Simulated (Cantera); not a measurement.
# Stirred combustor or abatement burner

A perfectly stirred reactor is fed with CO : H2 : CH4 : O2 : N2 = 1 : 0.89 : 0.11 : 0.971 : 3.65 (molar parts), equivalence ratio 1.2, at 9.87 atm; it is adiabatic with a 348 K inlet, and is followed from long to short residence time, starting on the burning branch (τ in s: 0.32, 0.15, 0.07, 0.033, 0.015, 0.0071, 0.0033, 0.0015, 0.00072, 0.00033, 0.00016, 7.3e-05).

Computed with Cantera and GRI-Mech 3.0 (53 species, 325 reactions).

```tsv
τ (s)	T (K)	x CO	x H2	x CH4	x C2H6	x O2
0.32	2429	0.0558	0.0123	6.82e-8	<1e-12	0.000372
0.15	2429	0.0558	0.0123	1.43e-7	<1e-12	0.000383
0.070	2428	0.0558	0.0123	2.96e-7	<1e-12	0.000408
0.033	2427	0.0559	0.0123	5.88e-7	<1e-12	0.000457
0.015	2425	0.0561	0.0124	1.14e-6	<1e-12	0.000562
0.0071	2420	0.0564	0.0124	2.00e-6	2.90e-12	0.000752
0.0033	2412	0.0569	0.0126	3.32e-6	8.22e-12	0.00110
0.0015	2399	0.0579	0.0129	5.33e-6	2.12e-11	0.00171
0.00072	2379	0.0594	0.0133	8.16e-6	4.75e-11	0.00261
0.00033	2349	0.0617	0.0141	1.30e-5	1.09e-10	0.00405
0.00016	2309	0.0646	0.0150	2.04e-5	2.35e-10	0.00596
7.3e-5	2251	0.0689	0.0163	3.45e-5	5.60e-10	0.00879
```
x: mole fraction; the columns are a selection and need not sum to one.
